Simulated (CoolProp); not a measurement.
Vapour-liquid equilibrium of CH2F2 (R32) (1) + R227EA (2) at -47.35 °C; x and y are mole fractions of (1).

Computed with CoolProp (multi-fluid Helmholtz-energy mixture model, Tillner-Roth 1997 and Lemmon 2016; pair parameters Bell 2016).

Question: Give the bubble pressure and the first vapour's composition at x = 0.2, 0.5, 0.65. Is there an azeotrope?

Answer: x = 0.2: 50.98 kPa, y = 0.659; x = 0.5: 86.30 kPa, y = 0.860; x = 0.65: 98.86 kPa, y = 0.903. No azeotrope shows between x = 0.05 and 0.95.

The pair parameters rest on a limited set of measurements; away from them the model extrapolates.
